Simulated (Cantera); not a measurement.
A Cantera script and its output.

```python
import numpy as np
import cantera as ct

gas = ct.Solution("gri30.yaml")
gas.TPX = 1200, 91000, {'C2H6': 3.2, 'N2': 47}
reactor = ct.IdealGasConstPressureReactor(gas, energy="off", clone=False)
net = ct.ReactorNet([reactor])
net.rtol, net.atol = 1e-08, 1e-18
show = ['C2H6', 'HCN', 'C2H4', 'C2H2', 'C2H', 'H', 'CH4']
times = np.geomspace(0.0003, 20, 9)

steps = ct.SolutionArray(gas, extra=["t"])
rows = []
print(f"{'t/s':>10s}{'T/K':>9s}{'P/Pa':>11s}" + "".join(f"{s:>11s}" for s in show))
for t in times:
    while net.time < t:
        t_next = net.step()
        steps.append(gas.state, t=t_next)
    rows.append([np.interp(t, steps.t, y) for y in (steps.T, steps.P, *steps(*show).X.T)])
    print(f"{t:10.3e}{rows[-1][0]:9.1f}{rows[-1][1]:11.4g}" + "".join(f"{x:11.3e}" for x in rows[-1][2:]))
rate = np.gradient(steps.T, steps.t)
print("integrator steps:", len(steps.t))
if steps.T.max() > steps.T[0] + 200:
    print(f"time of steepest temperature rise: {steps.t[rate.argmax()]:.4e} s")
gas.TPX = 1200, 91000, {'C2H6': 3.2, 'N2': 47}
gas.equilibrate("TP")
print(f"equilibrium (TP): T = {gas.T:.1f} K  " + "  ".join(f"{s} {gas[s].X[0]:.3e}" for s in show))
```

Result:

```
       t/s      T/K       P/Pa       C2H6        HCN       C2H4       C2H2        C2H          H        CH4
 3.000e-04   1200.0    9.1e+04  6.349e-02  1.154e-12  2.031e-04  4.669e-08  1.916e-14  7.267e-07  2.650e-05
 1.203e-03   1200.0    9.1e+04  6.115e-02  1.226e-11  2.258e-03  6.458e-06  6.690e-13  1.256e-06  2.068e-04
 4.821e-03   1200.0    9.1e+04  5.144e-02  2.333e-11  1.074e-02  1.490e-04  3.550e-12  1.390e-06  1.029e-03
 1.932e-02   1200.0    9.1e+04  2.386e-02  3.208e-11  3.354e-02  1.747e-03  1.537e-11  1.703e-06  3.938e-03
 7.746e-02   1200.0    9.1e+04  2.012e-03  3.590e-11  4.553e-02  8.478e-03  2.783e-11  1.062e-06  7.422e-03
 3.105e-01   1200.0    9.1e+04  3.567e-04  3.628e-11  3.795e-02  1.667e-02  2.313e-11  5.124e-07  8.442e-03
 1.245e+00   1200.0    9.1e+04  2.667e-04  3.690e-11  2.713e-02  2.623e-02  2.964e-11  4.637e-07  1.008e-02
 4.989e+00   1200.0    9.1e+04  2.172e-04  3.918e-11  2.276e-02  2.865e-02  2.572e-11  3.610e-07  1.400e-02
 2.000e+01   1200.0    9.1e+04  1.696e-04  4.462e-11  1.992e-02  2.805e-02  1.779e-11  2.279e-07  2.152e-02
integrator steps: 1300
equilibrium (TP): T = 1200.0 K  C2H6 3.647e-05  HCN 3.651e-02  C2H4 5.970e-03  C2H2 1.232e-02  C2H 2.217e-12  H 4.380e-08  CH4 4.576e-02
```

Cantera simulation using GRI-Mech 3.0 (53 species, 325 reactions); the numbers are that mechanism's predictions, not measurements. GRI-Mech 3.0 stops at C3 and has no aromatics, soot or wall deposition, so with more carbon than oxygen in the feed, carbon stays in small species such as C2H2 where larger ones or solid carbon would form.
